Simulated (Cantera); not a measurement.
Charge: 1 mol Al, 0.83 mol I2, 11 mol H2, at 0.390 bar.

Equilibrium computed with Cantera from the NASA thermochemical tables; the gas is ideal and each condensed phase is pure. Candidate condensed phases: Al, AlI3, I2; 11 gas species. The numbers say what is thermodynamically allowed, not how fast it happens.

**Question.** What share of the Al ends up in condensed phases as a function of T (K), at 523, 598, 673, 748, 823, 898, 973, 1048?

**Answer.** 
```tsv
T (K)	Al condensed (%)	as
523	44.7	Al(s)
598	44.7	Al(s)
673	44.7	Al(s)
748	44.6	Al(s)
823	44.2	Al(s)
898	42.7	Al(s)
973	37.6	Al(l)
1048	25.2	Al(l)
```
